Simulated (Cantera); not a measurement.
A perfectly stirred reactor is fed with CH₄ : H₂ = 0.013 : 1 (molar parts), at 3000 Pa; it is held at 1725 K, and followed from long to short residence time.

Model: GRI-Mech 3.0 (53 species, 325 reactions), integrated in Cantera. GRI-Mech 3.0 stops at C3 and has no aromatics, soot or wall deposition, so with more carbon than oxygen in the feed, carbon stays in small species such as C2H2 where larger ones or solid carbon would form. Radical loss at walls, strong at low pressure, is not modelled.

One state of this run: x CH₄ = 0.00928; x H₂ = 0.988; x H = 0.000929; x CH₃ = 0.000177; x C₂H₆ = 3.18e-7. x: mole fraction; the columns are a selection and need not sum to one.

Question: Which value of τ (s) does it belong to?
A) 0.029
B) 0.46
C) 0.23
D) 0.92

Answer: B, 0.46
